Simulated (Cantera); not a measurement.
# C6H6 + O2 + N2 + H2O (carbon deposition, reforming and gasification)

A closed system holds: 1 mol C6H6, 0.047 mol O2, 4.6 mol N2, 1.7 mol H2O, equilibrated at 2277 °C.

These are equilibrium values from Cantera (NASA tables, ideal gas, pure condensed phases), not measurements of a reactor. Candidate condensed phases: C, C6H6, C7H8, C8H18, H2O; 136 gas species. The ideal-gas law is rough above about 30 bar. Equilibrium is a limit: real reactors are often held back by kinetics, nucleation or transport.

| P (Pa) | x H | x N2 | x H2 | x CO | x HCN | x C3 | x CN | n C(graphite) |
|---|---|---|---|---|---|---|---|---|
| 10 | 0.535 | 0.287 | 0.0295 | 0.115 | 0.00736 | 0.0107 | 0.00830 | 3.33 |
| 160 | 0.327 | 0.334 | 0.176 | 0.135 | 0.0194 | 0.000666 | 0.00224 | 3.78 |
| 2500 | 0.112 | 0.375 | 0.324 | 0.153 | 0.0279 | 4.26e-5 | 0.000600 | 3.72 |
| 40000 | 0.0304 | 0.391 | 0.380 | 0.159 | 0.0308 | 2.66e-6 | 0.000153 | 3.70 |
| 630000 | 0.00781 | 0.395 | 0.395 | 0.161 | 0.0316 | 1.69e-7 | 3.88e-5 | 3.69 |
| 10000000 | 0.00196 | 0.397 | 0.395 | 0.162 | 0.0317 | 1.07e-8 | 9.76e-6 | 3.66 |
x: gas mole fraction; n: condensed amount in mol.

From 0.0750 Torr to 75000 Torr the condensed part is C(graphite). The main C-bearing gas is CO throughout. The share of C in condensed phases is highest at 1.20 Torr (63.0 %) and lowest at 0.0750 Torr (55.6 %).
